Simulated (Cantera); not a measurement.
# Thermodynamics of silicon oxide and oxynitride deposition, feed SiH4 + H2O

Input: 1 mol SiH4, 11 mol H2O, held at 0.133 bar.

Method: chemical equilibrium by Gibbs-energy minimisation in Cantera with the NASA 1993 tables (ideal gas, pure condensed phases). Candidate condensed phases: H2O, Si, SiO2; 18 gas species. The tables hold silica as quartz up to 1696 K and as liquid above; real silica turns to tridymite and cristobalite and melts near 1996 K. Gases not in the tables: Si(OH)4. Kinetics and transport are ignored.

From 623 K to 773 K the condensed part is SiO2(α-quartz). From 848 K to 1373 K the condensed part is SiO2(β-quartz).

```tsv
T (K)	x H2O	x H2	x H	x OH	n SiO2(α-quartz)	n SiO2(β-quartz)
623	0.692	0.308	<1e-12	<1e-12	1.00	0
698	0.692	0.308	<1e-12	<1e-12	1.00	0
773	0.692	0.308	1.38e-12	<1e-12	1.00	0
848	0.692	0.308	2.89e-11	<1e-12	0	1.00
923	0.692	0.308	3.72e-10	<1e-12	0	1.00
998	0.692	0.308	3.27e-9	1.60e-11	0	1.00
1073	0.692	0.308	2.13e-8	1.79e-10	0	1.00
1148	0.692	0.308	1.09e-7	1.46e-9	0	1.00
1223	0.692	0.308	4.57e-7	9.26e-9	0	1.00
1298	0.692	0.308	1.63e-6	4.74e-8	0	1.00
1373	0.692	0.308	5.06e-6	2.03e-7	0	1.00
```
x: gas mole fraction; n: condensed amount in mol.
